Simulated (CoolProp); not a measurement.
Vapour-liquid equilibrium of ethylbenzene (1) + m-xylene (2) at 18.65 °C; x and y are mole fractions of (1).

Computed with CoolProp (multi-fluid Helmholtz-energy mixture model, Zhou 2012 and Zhou 2012; pair parameters Bell 2016).

```tsv
x	bubble pressure (MPa)	y at the bubble point	dew pressure at overall composition x (MPa)	liquid density (mol/L)
0.05	0.0007736	0.059	0.0007725	8.151
0.2	0.0007945	0.227	0.0007911	8.151
0.35	0.0008138	0.385	0.0008095	8.154
0.5	0.0008316	0.535	0.0008275	8.157
0.65	0.0008481	0.679	0.0008449	8.161
0.8	0.0008630	0.818	0.0008612	8.167
0.95	0.0008765	0.955	0.0008761	8.173
```

No azeotrope shows between x = 0.05 and 0.95.

The pair parameters rest on a limited set of measurements; away from them the model extrapolates.
